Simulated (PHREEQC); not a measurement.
Make-up at 25 °C: 17 mmol/kgw ZnSO4 and 17 mmol/kgw FeSO4. Closed to the air; pH follows from the charge balance.

The numbers come from PHREEQC with the ion-association model, wateq4f.dat.

This is a speciation only: nothing precipitates in the calculation.

Task: What pH does the model give?

Result: pH 5.74.

Task: In which forms is S present?

Result: SO4-2 56 %, ZnSO4 20 %, FeSO4 18 %, Zn(SO4)2-2 6.3 % of the S.
